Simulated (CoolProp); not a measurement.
Values from CoolProp's reference Helmholtz-energy equation of state, Gao 2020.

Problem. Give the vapour pressure (MPa), liquid density (kg/m³), vapour density (kg/m³), vapour viscosity (µPa s) of saturated ammonia at 375.1 K.

Solution. 
| T (K) | p (MPa) | liquid density (kg/m³) | vapour density (kg/m³) | vapour viscosity (µPa s) |
|---|---|---|---|---|
| 375.1 | 6.50 | 451 | 59.0 | 13.5 |

Viscosity comes from a separate model (Fenghour 1995).
